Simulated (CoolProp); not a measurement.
Vapour-liquid equilibrium of R22 (1) + n-hexane (2) at 0.135 MPa; x and y are mole fractions of (1).

Values from CoolProp's multi-fluid Helmholtz-energy mixture model, Kamei 1995 and Thol 2019; pair parameters Bell 2016.

**Question.** Give the bubble temperature and the first vapour's composition at x = 0.35, 0.5, 0.95. Is there an azeotrope?

**Answer.** x = 0.35: -17.8 °C, y = 0.988; x = 0.5: -23.8 °C, y = 0.993; x = 0.95: -33.4 °C, y = 0.999. No azeotrope shows between x = 0.05 and 0.95.

Pair parameters are fitted to limited data, so mixtures are less certain than the pure fluids.
